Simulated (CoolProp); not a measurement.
Vapour pressure (MPa) of n-perfluorobutane: the reference equation beside estimates from Tc = 386.3 K, pc = 2.322 MPa, ω = 0.372.

Computed with CoolProp (reference Helmholtz-energy equation of state, Gao 2022).

```csv
T (K),reference,Lee-Kesler,van der Waals,Redlich-Kwong,Soave-Redlich-Kwong
203.2,0.002005,___,0.09024,___,0.002103
210.3,0.003515,0.003566,0.1123,0.01582,0.003635
217.5,0.005928,0.005971,0.1383,0.02358,___
224.6,0.009527,0.009552,0.1678,0.03388,0.009667
231.8,0.01485,0.01485,0.2018,0.04756,0.01498
238.9,0.02228,0.02225,0.2396,0.06484,0.02238
246.1,0.03262,0.03256,0.2826,0.08683,0.03268
253.2,0.04628,0.04622,0.3299,0.1135,0.04629
```

Question: Fill in the missing entries.

Answer: 
- 203.2, Lee-Kesler: 0.002055
- 203.2, Redlich-Kwong: 0.01031
- 217.5, Soave-Redlich-Kwong: 0.006064

Absolute difference from the reference over all 8 rows, mean and median: Lee-Kesler 0.7 and 0.2 %, van der Waals 1875.4 and 1460.1 %, Redlich-Kwong 255.1 and 237.9 %, Soave-Redlich-Kwong 1.7 and 1.2 %.
